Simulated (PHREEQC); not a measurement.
NaF is added in steps, without added water, to 1 kg of water holding 0.012 mol H3PO4 and 0.00086 mol H2SO4, at 25 °C. O2 is buffered at 0.21 atm. The system is closed to CO2. Precipitation was switched off in this run.

Base run: PHREEQC, ion-association model, phreeqc.dat. Each further column changes one thing. The table gives F- (mol/kgw).

| NaF added (mol) | base | database wateq4f.dat | all activity coefficients set to 1 | Debye-Hückel limiting law | Davies equation for every ion |
|---|---|---|---|---|---|
| 0 | 0 | 0 | 0 | 0 | 0 |
| 0.00075 | 7.56e-5 | 7.54e-5 | 6.76e-5 | 7.70e-5 | 7.59e-5 |
| 0.0015 | 0.000161 | 0.000160 | 0.000144 | 0.000164 | 0.000161 |
| 0.00225 | 0.000256 | 0.000254 | 0.000230 | 0.000261 | 0.000257 |
| 0.003 | 0.000364 | 0.000359 | 0.000327 | 0.000370 | 0.000365 |
| 0.00375 | 0.000484 | 0.000478 | 0.000438 | 0.000493 | 0.000486 |
| 0.0045 | 0.000620 | 0.000610 | 0.000562 | 0.000631 | 0.000622 |
| 0.00525 | 0.000772 | 0.000759 | 0.000702 | 0.000785 | 0.000775 |
| 0.006 | 0.000943 | 0.000925 | 0.000861 | 0.000959 | 0.000946 |

 H3PO4, which wateq4f.dat lacks, is added to it with the constant of phreeqc.dat. phreeqc.dat and wateq4f.dat share most of their constants, so their agreement is no independent check. Solids allowed in the column 'database wateq4f.dat': Mirabilite.
